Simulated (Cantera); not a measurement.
# Ignition delay

Mixture: 8.34 % CH₃OH, 19.3 % O₂, 72.4 % N₂, equivalence ratio 0.65, at 0.550 bar, adiabatic and at constant pressure. Ignition delay is the time to a rise of 400 K.

Detailed kinetics in Cantera: GRI-Mech 3.0 (53 species, 325 reactions). GRI-Mech 3.0 was tuned for natural gas; its chemistry of methanol as a main component is partial and can be far from experiment.

| T0 (K) | delay (ms) |
|---|---|
| 1200 | 18.1 |
| 1250 | 8.35 |
| 1300 | 4.14 |
| 1350 | 2.19 |
| 1400 | 1.23 |
| 1450 | 0.735 |
| 1500 | 0.460 |
| 1550 | 0.301 |

```
Item                                                     Value
--------------------------------------------------  ----------
apparent activation energy between 1450 and 1550 K  170 kJ/mol
```
